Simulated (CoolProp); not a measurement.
CH2F2 (R32) along the isotherm 420.8 K: Z from the reference equation and from simpler models built on Tc = 351.3 K, pc = 57.83 bar, ω = 0.277; each cubic takes its own stable root.

Computed with CoolProp (reference Helmholtz-energy equation of state, Tillner-Roth 1997).

```json
[
 {"p (bar)": "0.914", "phase": "gas", "reference": "0.9968", "Soave-Redlich-Kwong": "0.9972", "Peng-Robinson": "0.9967"},
 {"p (bar)": "1.73", "phase": "gas", "reference": "0.9940", "Soave-Redlich-Kwong": "0.9947", "Peng-Robinson": "0.9938"},
 {"p (bar)": "3.29", "phase": "gas", "reference": "0.9885", "Soave-Redlich-Kwong": "0.9899", "Peng-Robinson": "0.9881"},
 {"p (bar)": "6.23", "phase": "gas", "reference": "0.9782", "Soave-Redlich-Kwong": "0.9808", "Peng-Robinson": "0.9775"},
 {"p (bar)": "11.8", "phase": "gas", "reference": "0.9584", "Soave-Redlich-Kwong": "0.9636", "Peng-Robinson": "0.9573"},
 {"p (bar)": "22.4", "phase": "gas", "reference": "0.9203", "Soave-Redlich-Kwong": "0.9303", "Peng-Robinson": "0.9188"},
 {"p (bar)": "42.4", "phase": "gas", "reference": "0.8460", "Soave-Redlich-Kwong": "0.8665", "Peng-Robinson": "0.8462"},
 {"p (bar)": "80.5", "phase": "supercritical", "reference": "0.6993", "Soave-Redlich-Kwong": "0.7463", "Peng-Robinson": "0.7144"},
 {"p (bar)": "153", "phase": "supercritical", "reference": "0.5112", "Soave-Redlich-Kwong": "0.6334", "Peng-Robinson": "0.5926"},
 {"p (bar)": "289", "phase": "supercritical", "reference": "0.6114", "Soave-Redlich-Kwong": "0.7764", "Peng-Robinson": "0.7119"}
]
```
